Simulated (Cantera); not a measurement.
(CH3)2SiCl2 + C3H8 + H2 (silicon carbide growth)

Input: 1 mol (CH3)2SiCl2, 0.0054 mol C3H8, 2.2 mol H2, equilibrated at 3.53 Torr.

Cantera equilibrium calculation (NASA polynomials, part measured and part estimated; ideal gas, pure solids and liquids). Candidate condensed phases: C, C6H6, C7H8, C8H18, Si, SiC; 109 gas species. The feed counts by its element totals alone. The tables' values for SiCl, SiCl3 are old estimates; treat these amounts as uncertain. Gases not in the tables: Si2H6 and higher silanes. Rates play no part.

From 675 °C to 2025 °C the condensed part is C(graphite) + SiC(s). At 2175 °C the condensed part is C(graphite). The main Si-bearing gas is SiCl4 at 675 °C and Si at 2175 °C.

```json
[
 {"T (°C)": "675", "log p H2": "-2.43", "log p HCl": "-3.11", "log p H": "-10.50", "log p Si": "<-14", "log p Cl": "-11.19", "log p SiCl4": "-3.71", "log p SiCl2": "-7.22", "log p SiC2": "<-14", "n C(graphite)": "1.27", "n SiC(s)": "0.746"},
 {"T (°C)": "825", "log p H2": "-2.48", "log p HCl": "-2.88", "log p H": "-8.85", "log p Si": "<-14", "log p Cl": "-9.30", "log p SiCl4": "-4.29", "log p SiCl2": "-6.05", "log p SiC2": "<-14", "n C(graphite)": "1.09", "n SiC(s)": "0.927"},
 {"T (°C)": "975", "log p H2": "-2.49", "log p HCl": "-2.83", "log p H": "-7.58", "log p Si": "-13.76", "log p Cl": "-7.98", "log p SiCl4": "-5.23", "log p SiCl2": "-5.42", "log p SiC2": "<-14", "n C(graphite)": "1.03", "n SiC(s)": "0.984"},
 {"T (°C)": "1125", "log p H2": "-2.49", "log p HCl": "-2.83", "log p H": "-6.57", "log p Si": "-11.43", "log p Cl": "-6.99", "log p SiCl4": "-6.14", "log p SiCl2": "-5.02", "log p SiC2": "<-14", "n C(graphite)": "1.03", "n SiC(s)": "0.984"},
 {"T (°C)": "1275", "log p H2": "-2.49", "log p HCl": "-2.83", "log p H": "-5.76", "log p Si": "-9.56", "log p Cl": "-6.20", "log p SiCl4": "-6.90", "log p SiCl2": "-4.71", "log p SiC2": "-12.14", "n C(graphite)": "1.04", "n SiC(s)": "0.973"},
 {"T (°C)": "1425", "log p H2": "-2.49", "log p HCl": "-2.84", "log p H": "-5.09", "log p Si": "-8.02", "log p Cl": "-5.55", "log p SiCl4": "-7.55", "log p SiCl2": "-4.47", "log p SiC2": "-10.13", "n C(graphite)": "1.06", "n SiC(s)": "0.954"},
 {"T (°C)": "1575", "log p H2": "-2.49", "log p HCl": "-2.86", "log p H": "-4.52", "log p Si": "-6.73", "log p Cl": "-5.01", "log p SiCl4": "-8.11", "log p SiCl2": "-4.29", "log p SiC2": "-8.45", "n C(graphite)": "1.08", "n SiC(s)": "0.930"},
 {"T (°C)": "1725", "log p H2": "-2.50", "log p HCl": "-2.88", "log p H": "-4.04", "log p Si": "-5.64", "log p Cl": "-4.55", "log p SiCl4": "-8.62", "log p SiCl2": "-4.15", "log p SiC2": "-7.02", "n C(graphite)": "1.11", "n SiC(s)": "0.898"},
 {"T (°C)": "1875", "log p H2": "-2.51", "log p HCl": "-2.92", "log p H": "-3.64", "log p Si": "-4.70", "log p Cl": "-4.18", "log p SiCl4": "-9.11", "log p SiCl2": "-4.06", "log p SiC2": "-5.80", "n C(graphite)": "1.16", "n SiC(s)": "0.836"},
 {"T (°C)": "2025", "log p H2": "-2.56", "log p HCl": "-2.99", "log p H": "-3.30", "log p Si": "-3.88", "log p Cl": "-3.88", "log p SiCl4": "-9.64", "log p SiCl2": "-4.03", "log p SiC2": "-4.75", "n C(graphite)": "1.34", "n SiC(s)": "0.575"},
 {"T (°C)": "2175", "log p H2": "-2.66", "log p HCl": "-3.10", "log p H": "-3.03", "log p Si": "-3.44", "log p Cl": "-3.62", "log p SiCl4": "-10.40", "log p SiCl2": "-4.29", "log p SiC2": "-4.09", "n C(graphite)": "1.63", "n SiC(s)": "0"}
]
```
log p: log10 of the partial pressure in bar; n: condensed amount in mol.
